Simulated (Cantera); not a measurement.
A Cantera script and its output.

```python
import numpy as np
import cantera as ct

gas = ct.Solution("gri30.yaml")


def delay(T, t_max=10):
    gas.TPX = T, 880000, {'CH4': 1, 'O2': 2.3, 'N2': 8.64, 'H2O': 0.34}
    reactor = ct.IdealGasReactor(gas, clone=False)
    net = ct.ReactorNet([reactor])
    net.rtol, net.atol = 1e-8, 1e-16
    while net.time < t_max:
        t_old, T_old = net.time, reactor.T
        net.step()
        if reactor.T > T + 400:  # ignition: a rise of 400 K
            return t_old + (T + 400 - T_old) / (reactor.T - T_old) * (net.time - t_old)
    return np.nan


taus = []
for T in [1275, 1350, 1425, 1500, 1575, 1650, 1725, 1800, 1875]:
    taus.append(delay(T))
    print(f"T0 = {T:6g} K   tau = {taus[-1]:.4e} s")
```

Result:

```
T0 =   1275 K   tau = 2.0246e-03 s
T0 =   1350 K   tau = 8.8428e-04 s
T0 =   1425 K   tau = 4.0612e-04 s
T0 =   1500 K   tau = 1.9492e-04 s
T0 =   1575 K   tau = 9.7610e-05 s
T0 =   1650 K   tau = 5.1129e-05 s
T0 =   1725 K   tau = 2.8128e-05 s
T0 =   1800 K   tau = 1.6291e-05 s
T0 =   1875 K   tau = 9.9260e-06 s
```

Computed with Cantera and GRI-Mech 3.0 (53 species, 325 reactions).
